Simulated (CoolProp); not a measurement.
Vapour-liquid equilibrium of toluene (1) + m-xylene (2) at 0.183 MPa; x and y are mole fractions of (1).

Values from CoolProp's multi-fluid Helmholtz-energy mixture model, Lemmon 2006 and Zhou 2012; pair parameters Bell 2016.

```tsv
x	bubble temperature (K)	y at the bubble point	dew temperature at overall composition x (K)	liquid density (mol/L)
0.05	433.6	0.094	434.6	6.951
0.15	429.4	0.262	432.2	7.078
0.25	425.6	0.404	429.7	7.205
0.35	422.0	0.524	427.1	7.333
0.45	418.8	0.626	424.3	7.461
0.55	415.9	0.712	421.2	7.590
0.65	413.3	0.786	418.0	7.720
0.75	411.0	0.853	414.6	7.853
0.85	408.9	0.914	411.1	7.989
0.95	406.9	0.971	407.6	8.131
```

No azeotrope shows between x = 0.05 and 0.95.

The pair parameters rest on a limited set of measurements; away from them the model extrapolates.
